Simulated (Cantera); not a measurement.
# Gas-phase reforming

An isothermal, constant-pressure homogeneous reactor starts with CH₄ : CO₂ : H₂ = 1 : 1.2 : 0.12 (molar parts), at 1373 K and 10.0 bar.

Computed with Cantera and GRI-Mech 3.0 (53 species, 325 reactions).

```csv
t (s),x CH₄,x CO₂,x H₂,x CO,x H₂O
1.00e-5,0.431,0.517,0.0517,2.26e-8,2.26e-8
2.82e-5,0.431,0.517,0.0517,1.51e-7,1.51e-7
7.95e-5,0.431,0.517,0.0517,1.02e-6,1.02e-6
0.000224,0.431,0.517,0.0517,5.08e-6,5.07e-6
0.000631,0.431,0.517,0.0517,1.77e-5,1.77e-5
0.00178,0.431,0.517,0.0518,5.51e-5,5.50e-5
0.00502,0.430,0.517,0.0519,0.000171,0.000171
0.0141,0.429,0.517,0.0522,0.000555,0.000552
0.0399,0.426,0.515,0.0536,0.00178,0.00177
0.112,0.417,0.508,0.0583,0.00551,0.00548
0.317,0.391,0.489,0.0699,0.0174,0.0173
0.893,0.334,0.432,0.0834,0.0574,0.0569
2.52,0.238,0.309,0.0806,0.153,0.148
7.10,0.192,0.237,0.0865,0.219,0.187
20.0,0.199,0.212,0.103,0.262,0.169
```
x: mole fraction; the columns are a selection and need not sum to one.

Equilibrium at this temperature and pressure: CH₄ 0.00326, CO₂ 0.0172, H₂ 0.455, CO 0.492, H₂O 0.0327 (gas phase only).
